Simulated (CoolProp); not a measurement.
Vapour-liquid equilibrium of R134a (1) + R124 (2) at 319.8 K; x and y are mole fractions of (1).

Values from CoolProp's multi-fluid Helmholtz-energy mixture model, Tillner-Roth 1994 and de Vries 1995; pair parameters Bell 2016.

| x | bubble pressure, mixture model (kPa) | bubble pressure, Raoult's law (kPa) | y, mixture model | y, Raoult's law |
|---|---|---|---|---|
| 0.05 | 740.8 | 735.6 | 0.081 | 0.082 |
| 0.15 | 799.5 | 785.6 | ? | 0.231 |
| 0.25 | 855.9 | 835.5 | 0.349 | 0.362 |
| 0.35 | 910.0 | 885.5 | 0.458 | 0.478 |
| 0.45 | 961.8 | 935.5 | 0.556 | 0.582 |
| 0.55 | 1011 | 985.5 | 0.646 | 0.676 |
| 0.65 | 1059 | 1035 | 0.730 | 0.760 |
| 0.75 | 1105 | 1085 | 0.809 | 0.836 |
| 0.85 | 1148 | 1135 | 0.886 | 0.906 |
| 0.95 | ? | 1185 | ? | 0.970 |

Q: What belongs in the gaps?

A: 
- 0.15, y, mixture model: 0.224
- 0.95, bubble pressure, mixture model (kPa): 1190
- 0.95, y, mixture model: 0.962

The largest gap from Raoult's law is +2.8 % in bubble pressure, at x = 0.45. No azeotrope shows between x = 0.05 and 0.95.

The pair parameters rest on a limited set of measurements; away from them the model extrapolates.
